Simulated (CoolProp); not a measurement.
Nitrous oxide at several states: density (kg/m³) from the reference equation and from simpler models built on Tc = 309.5 K, pc = 7245 kPa, ω = 0.161; each cubic takes its own stable root.

Values from CoolProp's reference Helmholtz-energy equation of state, Lemmon 2006. It is a short technical equation, of lower accuracy than the large ones.

| T (K) | p (kPa) | phase | reference | Soave-Redlich-Kwong | Peng-Robinson |
|---|---|---|---|---|---|
| 215.9 | 399 | gas | 10.45 | 10.37 | 10.40 |
| 413.3 | 516 | gas | 6.671 | 6.668 | 6.681 |
| 285.5 | 782 | gas | 15.26 | 15.25 | 15.32 |
| 364.3 | 5590 | gas | 97.68 | 96.85 | 99.44 |
